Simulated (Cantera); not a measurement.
A Cantera script and its output.

```python
import numpy as np
import cantera as ct

gas = ct.Solution("gri30.yaml")
gas.TPX = 1500, 540000, {'CH4': 1, 'O2': 0.952, 'N2': 17}
reactor = ct.IdealGasReactor(gas, energy="on", clone=False)
net = ct.ReactorNet([reactor])
net.rtol, net.atol = 1e-08, 1e-16
show = ['CH4', 'O2', 'C2H4', 'HCO', 'NO', 'HCN']
times = np.geomspace(1e-05, 2, 10)

steps = ct.SolutionArray(gas, extra=["t"])
rows = []
print(f"{'t/s':>10s}{'T/K':>9s}{'P/Pa':>11s}" + "".join(f"{s:>11s}" for s in show))
for t in times:
    while net.time < t:
        t_next = net.step()
        steps.append(gas.state, t=t_next)
    rows.append([np.interp(t, steps.t, y) for y in (steps.T, steps.P, *steps(*show).X.T)])
    print(f"{t:10.3e}{rows[-1][0]:9.1f}{rows[-1][1]:11.4g}" + "".join(f"{x:11.3e}" for x in rows[-1][2:]))
rate = np.gradient(steps.T, steps.t)
print("integrator steps:", len(steps.t))
if steps.T.max() > steps.T[0] + 200:
    print(f"time of steepest temperature rise: {steps.t[rate.argmax()]:.4e} s")
gas.TPX = 1500, 540000, {'CH4': 1, 'O2': 0.952, 'N2': 17}
gas.equilibrate("UV")
print(f"equilibrium (UV): T = {gas.T:.1f} K  " + "  ".join(f"{s} {gas[s].X[0]:.3e}" for s in show))
```

Output:

```
       t/s      T/K       P/Pa        CH4         O2       C2H4        HCO         NO        HCN
 1.000e-05   1500.0    5.4e+05  5.276e-02  5.023e-02  2.323e-10  8.070e-13  1.722e-15  3.924e-17
 3.882e-05   1500.0    5.4e+05  5.275e-02  5.023e-02  2.292e-08  2.413e-11  1.421e-14  7.538e-16
 1.507e-04   1500.1  5.401e+05  5.266e-02  5.019e-02  1.674e-06  7.923e-10  1.787e-13  1.526e-14
 5.848e-04   1503.3  5.412e+05  5.190e-02  4.981e-02  3.735e-05  1.010e-08  1.971e-12  2.071e-13
 2.270e-03   2000.2  7.477e+05  3.334e-03  2.690e-04  5.346e-05  3.534e-08  1.148e-06  8.866e-06
 8.811e-03   1990.0   7.51e+05  9.224e-04  5.465e-09  8.384e-06  1.569e-08  3.726e-06  1.765e-05
 3.420e-02   1983.7  7.531e+05  1.960e-04  3.679e-09  6.093e-07  1.597e-08  8.074e-06  1.484e-05
 1.327e-01   1982.2  7.531e+05  1.402e-08  3.495e-09  2.903e-12  1.593e-08  7.891e-06  2.422e-06
 5.153e-01   1982.3  7.531e+05  7.256e-10  3.498e-09  5.328e-16  1.595e-08  3.008e-06  8.242e-07
 2.000e+00   1982.3  7.531e+05  7.014e-10  3.499e-09  5.135e-16  1.595e-08  1.185e-06  3.148e-07
integrator steps: 2450
time of steepest temperature rise: 2.1007e-03 s
equilibrium (UV): T = 1982.3 K  CH4 7.937e-10  O2 3.499e-09  C2H4 5.803e-16  HCO 1.595e-08  NO 9.814e-07  HCN 2.594e-07
```

Cantera simulation using GRI-Mech 3.0 (53 species, 325 reactions); the numbers are that mechanism's predictions, not measurements.
